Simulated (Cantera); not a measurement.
A jet of 3.10 % CH4, 9.41 % O2, 87.5 % N2 at 300 K and 0.385 atm hits a platinum plate 2.3 cm away at a mass flux of 0.13 kg/m²/s; the plate temperature is set and raised in steps from an oxygen-covered start.

Model: Deutschmann's 1995 Pt surface mechanism with GRI-Mech 3.0 gas chemistry, integrated in Cantera. Catalytic surfaces can have several steady states; this one follows from the mechanism file's or the stated starting coverage.

One state of this run: wall x CH4 = 0.00379; wall x O2 = 0.0366; wall x H2O = 0.0501; wall x OH = 1.49e-6; wall x CO = 5.59e-6; wall x CO2 = 0.0332; θ free Pt = 0.501; θ O* = 0.497; θ OH* = 0.00199. x: mole fraction at the wall; θ: surface coverage.

Task: Which value of plate T (K) does it belong to?
A. 1000
B. 1050
C. 1150
D. 950

Result: C, 1150
